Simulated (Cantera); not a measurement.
## Chlorosilane synthesis and conversion: SiCl₄ + Cl₂ + H₂

Input: 1 mol SiCl₄, a varied amount of Cl₂, 6.1 mol H₂, equilibrated at 1273.15 K and 0.240 bar.

Cantera equilibrium calculation (NASA polynomials, part measured and part estimated; ideal gas, pure solids and liquids). Candidate condensed phases: Si; 19 gas species. The tables' values for SiCl₃ are old estimates; treat these amounts as uncertain. Rates play no part.

From 0.5 mol Cl₂ to 2.7 mol Cl₂ nothing is condensed. The main Si-bearing gas is SiCl₄ throughout.

| n(Cl₂) (mol) | x H₂ | x HCl | x SiCl₄ | x SiHCl₃ | x SiCl₃ | x SiCl₂ | x SiH₂Cl₂ |
|---|---|---|---|---|---|---|---|
| 0.5 | 0.699 | 0.171 | 0.0962 | 0.0157 | 0.0104 | 0.00734 | 0.000354 |
| 0.57 | 0.687 | 0.185 | 0.0980 | 0.0146 | 0.00974 | 0.00634 | 0.000300 |
| 0.66 | 0.671 | 0.202 | 0.0998 | 0.0133 | 0.00897 | 0.00528 | 0.000244 |
| 0.76 | 0.653 | 0.221 | 0.101 | 0.0120 | 0.00821 | 0.00435 | 0.000196 |
| 0.87 | 0.633 | 0.242 | 0.103 | 0.0107 | 0.00746 | 0.00355 | 0.000155 |
| 1 | 0.610 | 0.267 | 0.104 | 0.00945 | 0.00670 | 0.00284 | 0.000119 |
| 1.2 | 0.575 | 0.306 | 0.104 | 0.00784 | 0.00572 | 0.00206 | 8.16e-5 |
| 1.3 | 0.557 | 0.324 | 0.104 | 0.00716 | 0.00531 | 0.00177 | 6.81e-5 |
| 1.5 | 0.523 | 0.361 | 0.104 | 0.00602 | 0.00461 | 0.00134 | 4.83e-5 |
| 1.7 | 0.490 | 0.396 | 0.103 | 0.00510 | 0.00403 | 0.00103 | 3.49e-5 |
| 2 | 0.443 | 0.447 | 0.102 | 0.00402 | 0.00334 | 0.000722 | 2.20e-5 |
| 2.3 | 0.398 | 0.495 | 0.0996 | 0.00320 | 0.00281 | 0.000519 | 1.43e-5 |
| 2.7 | 0.343 | 0.556 | 0.0969 | 0.00239 | 0.00226 | 0.000345 | 8.16e-6 |
x: gas mole fraction; nothing condenses.
